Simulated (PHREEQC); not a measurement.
Dissolve 0.00015 mol PbCl2, 0.21 mol KBr and 0.00074 mol Cu(NO3)2 per kg of water at 60 °C. Closed to the air; pH follows from the charge balance.

The numbers come from PHREEQC with the ion-association model, wateq4f.dat.

Each row changes one thing in this solution. Precipitation was switched off in this run.

```
case                                       pH  Cu2(OH)2+2 (mol/kgw)  CuOH+ (mol/kgw)  Cu(OH)2 (mol/kgw)  SI of Tenorite (CuO)  SI of Cu(OH)2 (Cu(OH)2)
---------------------------------------  ----  --------------------  ---------------  -----------------  --------------------  -----------------------
as made                                  5.18               3.82e-6          4.75e-7            9.98e-8                 +0.26                    -0.77
diluted 100-fold with water              6.12               6.87e-8          7.92e-8            2.08e-7                 +0.55                    -0.47
PbCl2 from 0.00015 to 0.000135 mol/kgw   5.18               3.83e-6          4.75e-7            9.98e-8                 +0.26                    -0.77
Cu(NO3)2 from 0.00074 to 0.0037 mol/kgw  4.72               1.15e-5          8.24e-7            6.00e-8                 +0.04                    -0.99
PbCl2 left out                           5.18               3.84e-6          4.75e-7            9.99e-8                 +0.26                    -0.76
diluted 5-fold with water                5.55               1.30e-6          3.00e-7            1.78e-7                 +0.49                    -0.53
PbCl2 from 0.00015 to 7.5e-05 mol/kgw    5.18               3.83e-6          4.75e-7            9.98e-8                 +0.26                    -0.77
```

Some of these states are supersaturated (in Tenorite (slow to form), for instance). Away from 25 °C the constants follow the database's enthalpies or fits; those with neither stay at their 25 °C values.
